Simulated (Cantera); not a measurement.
Input: 1 mol SiHCl3, a varied amount of HCl, 70 mol H2, 0.0093 mol Cl2, held at 1123.15 K and 11000 Pa.

Equilibrium computed with Cantera from the NASA thermochemical tables; the gas is ideal and each condensed phase is pure. Candidate condensed phases: Si; 19 gas species. The tables' values for SiCl3 are old estimates; treat these amounts as uncertain. Equilibrium is a limit: real reactors are often held back by kinetics, nucleation or transport.

x: gas mole fraction; n: condensed amount in mol.

```json
[
 {"n(HCl) (mol)": "0.23", "x H2": "0.971", "x HCl": "0.0219", "x SiCl4": "0.00307", "x SiHCl3": "0.00234", "x SiCl2": "0.00104", "n Si(s)": "0.484"},
 {"n(HCl) (mol)": "0.35", "x H2": "0.970", "x HCl": "0.0222", "x SiCl4": "0.00327", "x SiHCl3": "0.00245", "x SiCl2": "0.00108", "n Si(s)": "0.457"},
 {"n(HCl) (mol)": "0.52", "x H2": "0.969", "x HCl": "0.0227", "x SiCl4": "0.00355", "x SiHCl3": "0.00260", "x SiCl2": "0.00112", "n Si(s)": "0.418"},
 {"n(HCl) (mol)": "0.78", "x H2": "0.968", "x HCl": "0.0233", "x SiCl4": "(withheld)", "x SiHCl3": "(withheld)", "x SiCl2": "0.00119", "n Si(s)": "(withheld)"},
 {"n(HCl) (mol)": "1.2", "x H2": "0.965", "x HCl": "0.0243", "x SiCl4": "0.00472", "x SiHCl3": "0.00322", "x SiCl2": "0.00129", "n Si(s)": "0.259"},
 {"n(HCl) (mol)": "1.8", "x H2": "0.962", "x HCl": "0.0256", "x SiCl4": "0.00580", "x SiHCl3": "0.00375", "x SiCl2": "0.00143", "n Si(s)": "0.115"},
 {"n(HCl) (mol)": "2.6", "x H2": "0.957", "x HCl": "0.0299", "x SiCl4": "0.00719", "x SiHCl3": "0.00395", "x SiCl2": "0.00129", "n Si(s)": "0"},
 {"n(HCl) (mol)": "4", "x H2": "0.941", "x HCl": "0.0456", "x SiCl4": "0.00874", "x SiHCl3": "0.00310", "x SiCl2": "0.000664", "n Si(s)": "0"}
]
```

Problem. Some entries are withheld; supply them.

Solution. 
- 0.78, x SiCl4: 0.00399
- 0.78, x SiHCl3: 0.00284
- 0.78, n Si(s): 0.357
